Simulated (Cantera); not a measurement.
What does this Cantera script print?

```python
import numpy as np
import cantera as ct

gas = ct.Solution("gri30.yaml", transport_model="multicomponent")
show = ['CH4', 'NH3', 'CH3']

rows = []
print(f"{'T/K':>7s}{'rho':>11s}{'cp':>10s}{'mu':>11s}{'lambda':>11s}{'Pr':>7s}" + "".join(f"{'D_' + s:>11s}" for s in show))
for T in [400, 600, 800, 1000, 1200, 1400]:
    gas.TPX = T, 13332, {'N2': 0.88, 'N2O': 0.59}
    Pr = gas.cp_mass * gas.viscosity / gas.thermal_conductivity
    D = [gas.mix_diff_coeffs_mole[gas.species_index(s)] for s in show]
    rows.append([gas.density, gas.cp_mass, gas.viscosity, gas.thermal_conductivity, Pr, *D])
    print(f"{T:7g}{gas.density:11.4e}{gas.cp_mass:10.1f}{gas.viscosity:11.4e}"
          f"{gas.thermal_conductivity:11.4e}{Pr:7.3f}" + "".join(f"{d:11.4e}" for d in D))
print("SI units: kg/m3, J/kg/K, Pa s, W/m/K, m2/s")
```

It prints:

```
    T/K        rho        cp         mu     lambda     Pr      D_CH4      D_NH3      D_CH3
    400 1.3804e-01    1007.5 2.1020e-05 2.9558e-02  0.716 2.5467e-04 2.5426e-04 2.5602e-04
    600 9.2027e-02    1088.0 2.8627e-05 4.3118e-02  0.722 5.1843e-04 5.4241e-04 5.2144e-04
    800 6.9020e-02    1157.1 3.5149e-05 5.6152e-02  0.724 8.4848e-04 9.1059e-04 8.5362e-04
   1000 5.5216e-02    1213.2 4.0987e-05 6.8621e-02  0.725 1.2376e-03 1.3484e-03 1.2453e-03
   1200 4.6013e-02    1250.0 4.6346e-05 7.9977e-02  0.724 1.6811e-03 1.8492e-03 1.6917e-03
   1400 3.9440e-02    1280.0 5.1347e-05 9.0783e-02  0.724 2.1754e-03 2.4080e-03 2.1892e-03
SI units: kg/m3, J/kg/K, Pa s, W/m/K, m2/s
```

Model: GRI-Mech 3.0 (53 species, 325 reactions), integrated in Cantera. The composition is frozen, though it would react at the higher temperatures.
